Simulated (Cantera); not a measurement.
Equilibrium for iron carbonyl, mercury and lead vapours: HgO + H₂

Feed: 1 mol HgO, a varied amount of H₂, at 450 °C and 750 Torr.

Cantera equilibrium calculation (NASA polynomials, part measured and part estimated; ideal gas, pure solids and liquids). Candidate condensed phases: H₂O, Hg, HgO; 10 gas species. Kinetics and transport are ignored.

```
n(H₂) (mol)  log p H₂  log p H₂O  log p Hg
-----------  --------  ---------  --------
6.8             -0.13      -0.89     -0.89
9.8             -0.09      -1.03     -1.03
14              -0.06      -1.18     -1.18
20              -0.04      -1.32     -1.32
29              -0.03      -1.48     -1.48
42              -0.02      -1.63     -1.63
61              -0.01      -1.79     -1.79
```
log p: log10 of the partial pressure in bar; nothing condenses.

From 6.8 mol H₂ to 61 mol H₂ nothing is condensed. The main Hg-bearing gas is Hg throughout.
